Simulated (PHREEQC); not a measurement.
**Polishing slurry liquid (model solution)**

Consider water at 25 °C with 0.14 mol/kgw K2CO3, 0.18 mol/kgw KNO3 and 0.29 mol/kgw KH2PO4. Closed to the air; pH follows from the charge balance.

Computed with PHREEQC (ion-association model, phreeqc.dat).

No solid was allowed to form.

### Question
What pH does the model give?

### Answer
pH 6.69.

### Question
In which forms is P present?

### Answer
HPO4-2 47 %, H2PO4- 42 %, KHPO4- 11 % of the P.

Ionic strength above about 0.7 mol/kgw puts this run outside the model's range. Species that the database lacks are ignored.
